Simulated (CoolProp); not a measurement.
The numbers come from the reference Helmholtz-energy equation of state, Leachman 2009 in CoolProp.

### Question
Give the vapour pressure (MPa), enthalpy of vaporisation (kJ/kg), liquid cp (kJ/(kg K)), vapour Z of saturated normal hydrogen at 28.8 K.

### Answer
```csv
T (K),p (MPa),enthalpy of vaporisation (kJ/kg),liquid cp (kJ/(kg K)),vapour Z
28.8,0.659,337,20.1,0.674
```
